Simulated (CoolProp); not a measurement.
Model: reference Helmholtz-energy equation of state, Zhou 2011, in CoolProp.

Problem. Give the vapour pressure (MPa), liquid density (kg/m³), vapour Z, surface tension (mN/m) of saturated dimethyl carbonate at 306.7, 390 K.

Solution. 
```
T (K)  p (MPa)  liquid density (kg/m³)  vapour Z  surface tension (mN/m)
-----  -------  ----------------------  --------  ----------------------
306.7   0.0111                    1050     0.995                    27.1
390      0.222                     935     0.949                    15.5
```

Surface tension comes from a separate correlation (Mulero 2014).
